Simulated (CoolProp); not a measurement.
The numbers come from the reference Helmholtz-energy equation of state, Lemmon 2006 in CoolProp. It is a short technical equation, of lower accuracy than the large ones.

### Question
For carbon monoxide, give the phase and the cp (kJ/(kg K)), speed of sound (m/s), Joule-Thomson coefficient (K/MPa) at -185.85 °C and 0.00553 MPa; -185.85 °C and 0.415 MPa.

### Answer
- -185.85 °C and 0.00553 MPa: gas; cp 1.04, speed of sound 190, Joule-Thomson coefficient 23.2
- -185.85 °C and 0.415 MPa: liquid; cp 2.17, speed of sound 813, Joule-Thomson coefficient -0.286
